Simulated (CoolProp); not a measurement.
Saturated liquid density (kg/m³) of R115: the reference equation beside estimates from Tc = 80.0 °C, pc = 3129 kPa, ω = 0.248. Rackett uses Z = 0.29056 − 0.08775 ω.

Computed with CoolProp (reference Helmholtz-energy equation of state, Lemmon 2016).

| T (°C) | reference | Rackett | van der Waals | Redlich-Kwong | Soave-Redlich-Kwong |
|---|---|---|---|---|---|
| -43.55 | 1562 | 1621 | 978.7 | 1431 | 1480 |
| -35.95 | 1535 | 1593 | 962.3 | 1402 | 1454 |
| -28.35 | 1508 | 1564 | 945.2 | 1372 | 1425 |
| -20.85 | 1480 | 1535 | 927.7 | 1341 | 1396 |
| -13.25 | 1452 | 1504 | 909.1 | 1308 | 1364 |
| -5.75 | 1422 | 1472 | 890.0 | 1274 | 1330 |
| 1.85 | 1391 | 1439 | 869.6 | 1237 | 1294 |
| 9.35 | 1359 | 1404 | 848.5 | 1199 | 1256 |
| 16.95 | 1325 | 1367 | 825.7 | 1158 | 1215 |
| 24.45 | 1289 | 1329 | 801.9 | 1115 | 1171 |
| 32.05 | 1250 | 1287 | 775.9 | 1068 | 1123 |

Absolute difference from the reference over all 11 rows, mean and median: Rackett 3.5 and 3.5 %, van der Waals 37.5 and 37.4 %, Redlich-Kwong 10.8 and 10.4 %, Soave-Redlich-Kwong 6.9 and 6.5 %.
